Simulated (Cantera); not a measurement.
What does this Cantera script print?

```python
import numpy as np
import cantera as ct

gas = ct.Solution("gri30.yaml")
gas.TPX = 1025, 500000, {'C3H8': 1, 'O2': 8.06, 'N2': 30.3}
reactor = ct.IdealGasConstPressureReactor(gas, energy="on", clone=False)
net = ct.ReactorNet([reactor])
net.rtol, net.atol = 1e-08, 1e-16
show = ['C3H8', 'O2', 'CH2CO', 'H2', 'CH3', 'C2H4']
times = np.geomspace(1e-06, 0.5, 16)

steps = ct.SolutionArray(gas, extra=["t"])
rows = []
print(f"{'t/s':>10s}{'T/K':>9s}{'P/Pa':>11s}" + "".join(f"{s:>11s}" for s in show))
for t in times:
    while net.time < t:
        t_next = net.step()
        steps.append(gas.state, t=t_next)
    rows.append([np.interp(t, steps.t, y) for y in (steps.T, steps.P, *steps(*show).X.T)])
    print(f"{t:10.3e}{rows[-1][0]:9.1f}{rows[-1][1]:11.4g}" + "".join(f"{x:11.3e}" for x in rows[-1][2:]))
rate = np.gradient(steps.T, steps.t)
print("integrator steps:", len(steps.t))
if steps.T.max() > steps.T[0] + 200:
    print(f"time of steepest temperature rise: {steps.t[rate.argmax()]:.4e} s")
gas.TPX = 1025, 500000, {'C3H8': 1, 'O2': 8.06, 'N2': 30.3}
gas.equilibrate("HP")
print(f"equilibrium (HP): T = {gas.T:.1f} K  " + "  ".join(f"{s} {gas[s].X[0]:.3e}" for s in show))
```

Output:

```
       t/s      T/K       P/Pa       C3H8         O2      CH2CO         H2        CH3       C2H4
 1.000e-06   1025.0      5e+05  2.541e-02  2.048e-01  2.272e-22  1.058e-12  4.909e-10  2.749e-10
 2.398e-06   1025.0      5e+05  2.541e-02  2.048e-01  1.166e-20  4.460e-12  1.258e-09  9.951e-10
 5.753e-06   1025.0      5e+05  2.541e-02  2.048e-01  3.576e-19  1.379e-11  3.141e-09  2.911e-09
 1.380e-05   1025.0      5e+05  2.541e-02  2.048e-01  7.567e-18  3.748e-11  7.706e-09  7.710e-09
 3.309e-05   1025.0      5e+05  2.541e-02  2.048e-01  1.327e-16  1.023e-10  1.890e-08  2.029e-08
 7.937e-05   1025.0      5e+05  2.541e-02  2.048e-01  2.281e-15  3.181e-10  4.717e-08  5.688e-08
 1.904e-04   1025.0      5e+05  2.541e-02  2.048e-01  4.478e-14  1.391e-09  1.229e-07  1.853e-07
 4.566e-04   1025.0      5e+05  2.541e-02  2.048e-01  1.145e-12  9.803e-09  3.425e-07  7.702e-07
 1.095e-03   1025.0      5e+05  2.540e-02  2.048e-01  3.777e-11  8.437e-08  8.894e-07  4.021e-06
 2.627e-03   1025.0      5e+05  2.539e-02  2.048e-01  8.001e-10  4.600e-07  1.319e-06  1.801e-05
 6.300e-03   1025.0      5e+05  2.535e-02  2.047e-01  8.387e-09  1.614e-06  1.451e-06  5.844e-05
 1.511e-02   1025.1      5e+05  2.523e-02  2.047e-01  7.076e-08  5.477e-06  1.658e-06  1.725e-04
 3.624e-02   1025.5      5e+05  2.481e-02  2.044e-01  7.269e-07  2.564e-05  2.321e-06  5.804e-04
 8.692e-02   2309.3      5e+05  1.768e-53  7.432e-02  5.534e-22  3.489e-04  4.167e-19  4.005e-30
 2.085e-01   2296.1      5e+05  1.123e-53  7.100e-02  4.238e-22  3.314e-04  3.408e-19  2.918e-30
 5.000e-01   2295.7      5e+05  1.110e-53  7.091e-02  4.208e-22  3.310e-04  3.390e-19  2.894e-30
integrator steps: 2513
time of steepest temperature rise: 7.8155e-02 s
equilibrium (HP): T = 2295.7 K  C3H8 2.080e-53  O2 7.091e-02  CH2CO 5.921e-22  H2 3.310e-04  CH3 5.140e-19  C2H4 3.663e-30
```

Cantera simulation using GRI-Mech 3.0 (53 species, 325 reactions); the numbers are that mechanism's predictions, not measurements. GRI-Mech 3.0 was tuned for natural gas; its chemistry of propane as a main component is partial and can be far from experiment.
